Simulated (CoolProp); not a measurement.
Vapour-liquid equilibrium of n-heptane (1) + toluene (2) at 44.1 kPa; x and y are mole fractions of (1).

Computed with CoolProp (multi-fluid Helmholtz-energy mixture model, Span 2003 and Lemmon 2006; pair parameters Bell 2016).

```tsv
x	bubble temperature (°C)	y at the bubble point	dew temperature at overall composition x (°C)	liquid density (mol/L)
0.05	[?]	0.096	82.9	[?]
0.125	80.3	0.213	81.7	8.384
0.2	78.8	0.308	[?]	8.173
0.275	77.6	0.389	79.3	7.970
0.35	76.7	0.460	78.2	7.775
0.425	75.8	0.526	[?]	7.587
0.5	75.1	[?]	76.1	7.406
0.575	74.5	0.648	75.3	7.233
0.65	74.0	0.707	74.5	7.066
0.725	73.6	0.767	73.9	[?]
0.8	73.2	0.828	73.3	[?]
0.875	72.8	0.890	72.9	[?]
0.95	72.6	0.955	72.6	6.462
```

Task: Fill in the missing entries.

Result: 
- 0.05, bubble temperature (°C): 82.2
- 0.05, liquid density (mol/L): 8.601
- 0.2, dew temperature at overall composition x (°C): 80.5
- 0.425, dew temperature at overall composition x (°C): 77.1
- 0.5, y at the bubble point: 0.588
- 0.725, liquid density (mol/L): 6.906
- 0.8, liquid density (mol/L): 6.752
- 0.875, liquid density (mol/L): 6.604

No azeotrope shows between x = 0.05 and 0.95.

Pair parameters are fitted to limited data, so mixtures are less certain than the pure fluids.
